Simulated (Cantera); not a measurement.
Cantera run:

```python
import numpy as np
import cantera as ct

gas_names = """
    B BCL BCL2 BCL3 BO BOCL BO2 B2 B2O B2O2 B2O3 B3O3CL3 CL CLO CL2 O O2 O3 Si SiCL SiCL2 SiCL3 SiCL4
    SiO SiO2 Si2 Si3
""".split()
cond_names = """
    B(b) B(L) B2O3(L) Si(cr) Si(L) SiO2(Lqz) SiO2(hqz) SiO2(L)
""".split()


# ... load() reads the species with a 1 bar reference pressure and builds the phases ...
atoms = {
    'SiO2': {'Si': 1, 'O': 2},
    'BCl3': {'B': 1, 'CL': 3},
    'O2': {'O': 2},
}
top_T = {}  # K; cautious upper limits of use, not melting points


# ... equilibrate(T, P, feed) seeds the gas with the atoms and calls Mixture.equilibrate('TP', solver="vcs", rtol=1e-11, max_steps=5000) ...
results = []
T = 998  # K
P = 5.3  # Pa
for m in [0.67, 0.85, 1.1, 1.4, 1.8, 2.2, 2.8, 3.6, 4.6, 5.9, 7.5, 9.5]:
    feed = {'SiO2': 1, 'BCl3': m, 'O2': 0.42}  # mol
    mix = equilibrate(T, P, feed)
    results.append((T, P, feed, dict(zip(mix.species_names, mix.species_moles))))

top = {s: max(r[3][s] / sum(r[3][g] for g in gas_names) for r in results) for s in gas_names}
cols = sorted((s for s in top if top[s] > 0.001), key=lambda s: -top[s])[:8]
seen = [c for c in cond_names if any(r[3].get(c, 0) > 1e-12 for r in results)]
print("log10 of partial pressures in bar; condensed amounts in mol")
print(f"{'n(BCl3)':>10s}" + "".join(f"{s[:9]:>10s}" for s in cols + seen))
for T, P, feed, n in results:
    ng = sum(n[g] for g in gas_names)
    print(f"{feed['BCl3']:10.4g}" + "".join(f"{np.log10(max(n[s] / ng * P / 1e5, 1e-99)):10.3f}" for s in cols)
          + "".join(f"{n.get(c, 0):10.4g}" for c in seen))
```

Result:

```
log10 of partial pressures in bar; condensed amounts in mol
   n(BCl3)       CL2      BCL3   B3O3CL3     SiCL4        CL   B2O3(L) SiO2(hqz)
      0.67    -4.351    -5.329    -6.011    -6.593    -5.599    0.2652    0.9953
      0.85    -4.425    -4.989    -5.670    -6.139    -5.636    0.2441    0.9843
       1.1    -4.511    -4.808    -5.489    -5.898    -5.679    0.2168    0.9667
       1.4    -4.596    -4.702    -5.384    -5.757    -5.722    0.1852    0.9442
       1.8    -4.688    -4.626    -5.308    -5.656    -5.768    0.1441    0.9131
       2.2    -4.765    -4.581    -5.263    -5.596    -5.806    0.1036    0.8814
       2.8    -4.859    -4.540    -5.221    -5.540    -5.853   0.04327    0.8333
       3.6    -4.960    -4.504    -5.215    -5.473    -5.904         0    0.7561
       4.6    -5.061    -4.476    -5.241    -5.399    -5.954         0    0.6379
       5.9    -5.164    -4.454    -5.262    -5.342    -6.006         0      0.48
       7.5    -5.266    -4.439    -5.277    -5.301    -6.057         0    0.2825
       9.5    -5.368    -4.427    -5.289    -5.270    -6.108         0   0.03343
```

Cantera equilibrium calculation (NASA polynomials, part measured and part estimated; ideal gas, pure solids and liquids). The tables' values for BOCl are old estimates; treat these amounts as uncertain. Condensed phases not in the tables: borates and borosilicate glass, alloys, solid solutions and most ternary compounds.
